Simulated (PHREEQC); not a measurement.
# Sulfide liquor

A solution holds 31.5 mmol/kgw H2S and 0.87 mmol/kgw NaCl, at 10 °C. Closed to the air; pH follows from the charge balance.

The numbers come from PHREEQC with the ion-association model, phreeqc.dat.

```yaml
pH: 4.33
ionic_strength: 0.000918 mol/kgw
```

| species | molality | activity | log γ |
|---|---|---|---|
| H2S | 0.0314 | 0.0315 | 0.000 |
| Cl- | 0.000870 | 0.000841 | -0.015 |
| Na+ | 0.000870 | 0.000842 | -0.014 |
| H+ | 4.78e-5 | 4.64e-5 | -0.014 |
| HS- | 4.78e-5 | 4.63e-5 | -0.015 |

Precipitation was switched off in this run. At this temperature some constants are extrapolated from 25 °C, and those without enthalpy data are left unchanged.
